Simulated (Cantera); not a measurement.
Input: 1 mol CaO, 2.7 mol NF3, 0.58 mol H2, equilibrated at 0.323 Torr.

Equilibrium computed with Cantera from the NASA thermochemical tables; the gas is ideal and each condensed phase is pure. Candidate condensed phases: Ca, CaF2, CaO, Ca(OH)2, H2O; 47 gas species. Kinetics and transport are ignored. All values below are at 1425 °C.

Base state: F 0.552, N2 0.150, HF 0.130, CaF2 0.112, O2 0.0553, NO 0.000645, O 0.000496 (mole fractions); condensed: gas only.

What changes in the equilibrium state with this change: pressure from 0.323 Torr to 0.0120 Torr?


```csv
species,before,after
F,0.552,0.551
N2,0.150,0.150
HF,0.130,0.129
O,0.000496,0.00255
O2,0.0553,0.0542
CaF2,0.112,0.112
NO,0.000645,0.000639
```
